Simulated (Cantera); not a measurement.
# Hydrogen reduction and annealing atmospheres: TiO2 + H2 + N2

Feed: 1 mol TiO2, 2.6 mol H2, a varied amount of N2, held at 1700 K and 10.0 Torr.

These are equilibrium values from Cantera (NASA tables, ideal gas, pure condensed phases), not measurements of a reactor. Candidate condensed phases: H2O, Ti, TiN, TiO, TiO2, Ti2O3, Ti3O5, Ti4O7; 27 gas species. Mutual solubility and eutectic melting of coexisting phases are not modelled. Condensed phases not in the tables: Magnéli phases beyond Ti4O7. Kinetics and transport are ignored.

```
n(N2) (mol)   x N2    x H2    x H2O       x H     x OH    x NH3  n TiO2(rutile)  n Ti4O7(s)
-----------  -----  ------  -------  --------  -------  -------  --------------  ----------
3.1          0.544   0.430   0.0255  0.000837  2.57e-6  1.01e-7           0.418       0.146
4.1          0.612   0.366   0.0217  0.000772  2.37e-6  8.40e-8           0.418       0.146
5.4          0.675   0.306   0.0182  0.000706  2.17e-6  6.76e-8           0.418       0.146
7.1          0.732   0.253   0.0150  0.000641  1.97e-6  5.27e-8           0.418       0.146
9.4          0.783   0.204   0.0121  0.000577  1.77e-6  3.96e-8           0.418       0.146
12           0.822   0.168  0.00996  0.000523  1.60e-6  3.02e-8           0.418       0.146
16           0.860   0.132  0.00782  0.000463  1.42e-6  2.15e-8           0.418       0.145
22           0.894  0.0996  0.00591  0.000403  1.24e-6  1.44e-8           0.418       0.145
29           0.918  0.0775  0.00460  0.000355  1.09e-6  1.00e-8           0.418       0.145
38           0.936  0.0603  0.00358  0.000313  9.61e-7  6.95e-9           0.418       0.145
51           0.951  0.0457  0.00271  0.000273  8.36e-7  4.62e-9           0.419       0.145
67           0.963  0.0351  0.00209  0.000239  7.34e-7  3.14e-9           0.419       0.145
89           0.972  0.0267  0.00158  0.000208  6.40e-7  2.09e-9           0.419       0.145
```
x: gas mole fraction; n: condensed amount in mol.

From 3.1 mol N2 to 89 mol N2 the condensed part is TiO2(rutile) + Ti4O7(s). The main Ti-bearing gas is TiO2 throughout.
